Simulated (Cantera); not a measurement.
## Transport properties of process gases

Gas mixture: CO2 = 0.85 (molar parts), at 0.0267 bar, frozen composition.

Cantera's kinetic-theory transport with the Lennard-Jones parameters of GRI-Mech 3.0, ideal gas; thermal conductivity in the multicomponent form.

```csv
T (K),ρ (kg/m³),cp (J/kg/K),μ (µPa s),λ (mW/m/K),Pr,D (cm²/s) CO2,D (cm²/s) NH3,D (cm²/s) N2
400,0.0353,937.9,19.8,25.3,0.733,0.000,10.7,10.1
500,0.0282,1014,24.0,33.2,0.733,0.000,16.5,15.0
600,0.0235,1076,27.9,40.9,0.733,0.000,23.3,20.7
700,0.0202,1127,31.5,48.4,0.733,0.000,31.1,27.0
800,0.0176,1169,34.8,55.5,0.733,0.000,39.7,33.9
900,0.0157,1204,38.0,62.5,0.732,0.000,49.1,41.4
1000,0.0141,1234,41.0,69.2,0.732,0.000,59.4,49.5
1100,0.0128,1258,43.9,75.5,0.731,0.000,70.3,58.1
1200,0.0118,1279,46.6,81.6,0.731,0.000,81.9,67.2
```
D: mixture-averaged diffusion coefficient of that species in the mixture.
